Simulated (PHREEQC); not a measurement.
Consider water at 35 °C with 0.004 mol MnSO4 and 0.0869 mol Na2SO4 per kg of water. Closed to the air; pH follows from the charge balance.

All values are PHREEQC results (ion-association model, wateq4f.dat), not measurements.

The pH is 6.90. The ionic strength is 0.235 mol/kgw.

```json
[
 {"species": "Na+", "molality": "0.157", "activity": "0.115", "log γ": "-0.136"},
 {"species": "SO4-2", "molality": "0.0723", "activity": "0.0195", "log γ": "-0.569"},
 {"species": "NaSO4-", "molality": "0.0163", "activity": "0.0120", "log γ": "-0.135"},
 {"species": "MnSO4", "molality": "0.00219", "activity": "0.00231", "log γ": "0.024"},
 {"species": "Mn+2", "molality": "0.00181", "activity": "0.000554", "log γ": "-0.514"},
 {"species": "HSO4-", "molality": "4.19e-7", "activity": "2.99e-7", "log γ": "-0.146"},
 {"species": "MnOH+", "molality": "3.43e-7", "activity": "2.48e-7", "log γ": "-0.140"},
 {"species": "OH-", "molality": "2.36e-7", "activity": "1.63e-7", "log γ": "-0.161"},
 {"species": "H+", "molality": "1.59e-7", "activity": "1.26e-7", "log γ": "-0.103"}
]
```

No solid was allowed to form.
